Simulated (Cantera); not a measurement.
Cantera with NASA thermochemical tables; ideal gases at 1 bar, condensed phases pure. Values are per mole of reaction as written; species without (g) are pure solids or liquids, kept so even where they would boil at 1 bar.

Nb + 4 OH(g) = 2 H2O(g) + NbO2, with ΔH° = -1436.0 kJ and ΔS° = -339.4 J/K at 300 K.

Q: How far is the shortcut ΔG° ≈ ΔH°(300 K) − T·ΔS°(300 K) from the full temperature-dependent value at 1523, 1723, 1923, 2123, 2323 K?

A: 
| T (K) | shortcut (kJ) | full (kJ) | difference (kJ) | difference in log10 K | condensed phases |
|---|---|---|---|---|---|
| 1523 | -919.2 | -918.3 | -0.8 | 0.03 | Nb(s), NbO2(s) |
| 1723 | -851.3 | -852.4 | 1.1 | -0.03 | Nb(s), NbO2(s) |
| 1923 | -783.4 | -786.9 | 3.5 | -0.09 | Nb(s), NbO2(s) |
| 2123 | -715.5 | -721.7 | 6.1 | -0.15 | Nb(s), NbO2(s) |
| 2323 | -647.7 | -663.0 | 15.3 | -0.35 | Nb(s), NbO2(l) |
The shortcut ignores heat capacities and the phase changes listed.
